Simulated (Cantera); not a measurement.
A closed system holds: 1 mol CH2F2, 1.5 mol Si, held at 627 °C and 55.0 Pa.

These are equilibrium values from Cantera (NASA tables, ideal gas, pure condensed phases), not measurements of a reactor. Candidate condensed phases: C, C6H6, C7H8, C8H18, Si, SiC; 113 gas species. The tables' values for SiF3 are old estimates; treat these amounts as uncertain. The numbers say what is thermodynamically allowed, not how fast it happens.

Base state: H2 0.666, SiF4 0.333, SiHF3 0.000556, HF 0.000139, CH4 7.62e-5, SiF3 3.78e-5 (mole fractions); condensed: SiC(s).

### Question
What changes in the equilibrium state with this change: 0.00089 mol Cl2 added?

### Answer
```csv
species,before,after
H2,0.666,0.665
SiF4,0.333,0.333
HCl,0,0.00119
CH4,7.62e-5,7.60e-5
SiHF3,0.000556,0.000555
"SiC(s), mol",1.000,1.000
```
